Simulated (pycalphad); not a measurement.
Si-Ti solution, phase LIQUID, at 1827 °C; mixing quantities and activities refer to the pure elements in the same phase at that temperature, stable or not. Over part of the range this solution is metastable.

All values are pycalphad results on the COST 507 light-alloy database (1999) (1 atm), not direct measurements. These are 1990s assessments: newer ones move some temperatures and phases.

The enthalpy of mixing at x = 0.5 is -63.96 kJ/mol.

Question: Take a regular solution with Ω = 4 ΔH(0.5). How do its activities of Ti, and those of an ideal solution, compare with the assessed ones?

Answer: Ω = -255.9 kJ/mol, a = x exp[Ω(1 − x)²/RT].

| x(Ti) | ideal | regular | assessed | assessed / regular |
|---|---|---|---|---|
| 0.02 | 0.02 | 1.55e-8 | 1.42e-5 | 920 |
| 0.05 | 0.05 | 9.03e-8 | 2.23e-5 | 250 |
| 0.1 | 0.1 | 7.00e-7 | 2.97e-5 | 42 |
| 0.2 | 0.2 | 1.69e-5 | 7.80e-5 | 4.6 |
| 0.3 | 0.3 | 0.000228 | 0.000394 | 1.7 |
| 0.4 | 0.4 | 0.00205 | 0.00273 | 1.3 |
| 0.5 | 0.5 | 0.0128 | 0.0184 | 1.4 |
| 0.6 | 0.6 | 0.0575 | 0.0936 | 1.6 |
| 0.7 | 0.7 | 0.187 | 0.310 | 1.7 |
| 0.8 | 0.8 | 0.445 | 0.641 | 1.4 |
| 0.9 | 0.9 | 0.777 | 0.891 | 1.1 |
| 0.95 | 0.95 | 0.916 | 0.954 | 1.0 |
| 0.98 | 0.98 | 0.974 | 0.981 | 1.0 |
The regular model is symmetric and has no excess entropy; the assessment has an excess entropy of -5.5 J/(mol K) at x = 0.5, and ΔH = -33.70 at x = 0.2 against -38.50 kJ/mol at 0.8.
